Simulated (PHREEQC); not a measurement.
Make-up at 81 °C: 0.0012 mol ZnSO4 and 0.15 mol NaCl per kg of water. Closed to the air; pH follows from the charge balance.

Model: ion-association model, wateq4f.dat, run in PHREEQC.

This is a speciation only: nothing precipitates in the calculation.

Q: Order these S species by the share of S that they hold, largest first: ZnSO4, SO4-2, NaSO4-.

A: SO4-2 (77 %), NaSO4- (22 %), ZnSO4 (1.3 %)

The pH is 5.57 and the ionic strength 0.153 mol/kgw. Constants without temperature data keep their 25 °C values here.
